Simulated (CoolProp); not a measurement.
Dimethyl ether at several states: density (kg/m³) from the reference equation and from simpler models built on Tc = 400.4 K, pc = 5.337 MPa, ω = 0.196; each cubic takes its own stable root.

Values from CoolProp's reference Helmholtz-energy equation of state, Wu 2011.

```
T (K)  p (MPa)          phase  reference
-----  -------  -------------  ---------
389.3    0.023            gas     0.3279
489       6.17  supercritical      90.09
272.6     2.37         liquid      703.9
368.6     5.76         liquid      537.6
234.4    0.129         liquid      754.1
```

How far does each simpler model (Redlich-Kwong, Peng-Robinson) lie from the reference over these 5 states: mean and median of the absolute difference, and the worst?


- Redlich-Kwong: mean 7.6 %, median 10.1 %, worst -16.0 % at 368.6 K and 5.76 MPa
- Peng-Robinson: mean 2.1 %, median 2.6 %, worst +3.6 % at 272.6 K and 2.37 MPa
